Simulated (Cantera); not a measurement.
Equilibrium for iron carbonyl, mercury and lead vapours: Fe(CO)5 + O2 + H2

Charge: 1 mol Fe(CO)5, a varied amount of O2, 14 mol H2, held at 798.15 K and 0.548 Torr.

Equilibrium computed with Cantera from the NASA thermochemical tables; the gas is ideal and each condensed phase is pure. Candidate condensed phases: C, C6H6, C7H8, C8H18, Fe, Fe(CO)5, FeO, Fe(OH)2, Fe(OH)3, Fe2O3, Fe3O4, H2O; 114 gas species. Condensed phases not in the tables: cementite and carbon dissolved in iron. Equilibrium is a limit: real reactors are often held back by kinetics, nucleation or transport.

At 0.066 mol O2 the condensed part is C(graphite) + Fe(α). From 0.088 mol O2 to 0.37 mol O2 the condensed part is Fe(α).

| n(O2) (mol) | x H2 | x CO | x CO2 | x H2O | x CH4 | n C(graphite) | n Fe(α) |
|---|---|---|---|---|---|---|---|
| 0.066 | 0.734 | 0.257 | 0.00506 | 0.00338 | 0.000545 | 0.0177 | 1.00 |
| 0.088 | 0.733 | 0.257 | 0.00584 | 0.00390 | 0.000470 | 0 | 1.00 |
| 0.12 | 0.731 | 0.255 | 0.00777 | 0.00521 | 0.000347 | 0 | 1.00 |
| 0.16 | 0.730 | 0.253 | 0.0102 | 0.00690 | 0.000258 | 0 | 1.00 |
| 0.21 | 0.728 | 0.250 | 0.0133 | 0.00904 | 0.000193 | 0 | 1.00 |
| 0.28 | 0.725 | 0.246 | 0.0175 | 0.0121 | 0.000140 | 0 | 1.00 |
| 0.37 | 0.721 | 0.240 | 0.0229 | 0.0161 | 0.000101 | 0 | 1.00 |
x: gas mole fraction; n: condensed amount in mol.
